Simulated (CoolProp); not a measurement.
Vapour-liquid equilibrium of ethanol (1) + n-heptane (2) at 0.677 MPa; x and y are mole fractions of (1).

Model: multi-fluid Helmholtz-energy mixture model, Schroeder 2014 and Span 2003; pair parameters Bell 2016, in CoolProp.

```
x     bubble temperature (K)  y at the bubble point  dew temperature at overall composition x (K)  liquid density (mol/L)
----  ----------------------  ---------------------  --------------------------------------------  ----------------------
0.05                       ?                  0.262                                         449.6                   5.577
0.2                    417.0                  0.544                                             ?                       ?
0.35                   411.5                  0.624                                         430.8                   7.118
0.5                    409.3                  0.670                                         420.2                   8.100
0.65                   408.0                  0.720                                         410.1                   9.407
0.8                    407.5                  0.798                                         407.5                   11.17
0.95                   408.3                  0.935                                         408.5                   13.56
```

**Question.** Some entries are withheld; supply them.

**Answer.** 
- 0.05, bubble temperature (K): 436.6
- 0.2, dew temperature at overall composition x (K): 440.5
- 0.2, liquid density (mol/L): 6.340

y crosses x between x = 0.65 and 0.8: the model has an azeotrope there.

Pair parameters are fitted to limited data, so mixtures are less certain than the pure fluids. With so large a gap from Raoult's law the liquid may split in two, which this calculation doesn't test in full.
